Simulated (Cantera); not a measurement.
What does this Cantera script print?

```python
import numpy as np
import cantera as ct

gas_names = """
    H2 ALF3 HF
""".split()
cond_names = """
    AL(cr) AL(L)
""".split()


def load(file, names, dense=False):
    # The tables refer to 1 bar. Condensed volumes are neglected.
    table = {s.name: s for s in ct.Species.list_from_file(file)}
    out = []
    for n in names:
        d = dict(table[n].input_data)
        d["thermo"] = dict(d["thermo"], **{"reference-pressure": 1e5})
        if dense:
            d["equation-of-state"] = {"model": "constant-volume", "density": "1e6 g/cm^3"}
        out.append(ct.Species.from_dict(d))
    return out


species = {s.name: s for s in load("nasa_gas.yaml", gas_names) + load("nasa_condensed.yaml", cond_names)}
# Each term lists the table entries of one substance; the one whose range holds T is used.
reactions = {
    '3 H2(g) + 2 AlF3(g) = 2 Al + 6 HF(g)':
        [(-3, ['H2']), (-2, ['ALF3']), (2, ['AL(cr)', 'AL(L)']), (6, ['HF'])],
}


def pick(names, T):
    return next(species[n] for n in names if species[n].thermo.min_temp <= T <= species[n].thermo.max_temp)


results = []
for label, terms in reactions.items():
    print(label)
    print("     T/K   dH/kJ  dS/(J/K)   dG/kJ   log10 K")
    for T in [300, 875, 950, 1025, 1100, 1175, 1250, 1325, 1400]:
        used = [(nu, pick(names, T)) for nu, names in terms]
        dH = sum(nu * s.thermo.h(T) for nu, s in used) / 1e6
        dS = sum(nu * s.thermo.s(T) for nu, s in used) / 1e3
        dG = dH - T * dS / 1e3
        logK = -dG * 1e6 / (ct.gas_constant * T * np.log(10))
        results.append((label, T, dH, dS, dG, logK, [s.name for _, s in used]))
        print(f"{T:8g} {dH:8.1f} {dS:8.1f} {dG:8.1f} {logK:8.2f}")
```

Output:

```
3 H2(g) + 2 AlF3(g) = 2 Al + 6 HF(g)
     T/K   dH/kJ  dS/(J/K)   dG/kJ   log10 K
     300    783.3    153.9    737.2  -128.35
     875    781.6    152.2    648.4   -38.71
     950    802.7    174.9    636.6   -35.00
    1025    802.3    174.4    623.5   -31.77
    1100    801.9    174.0    610.4   -28.99
    1175    801.5    173.7    597.4   -26.56
    1250    801.1    173.4    584.4   -24.42
    1325    800.8    173.2    571.4   -22.53
    1400    800.5    172.9    558.4   -20.83
```

Source: NASA polynomial tables (part measured, part estimated), evaluated in Cantera. Condensed species are held in their standard states even where they would react or evaporate.
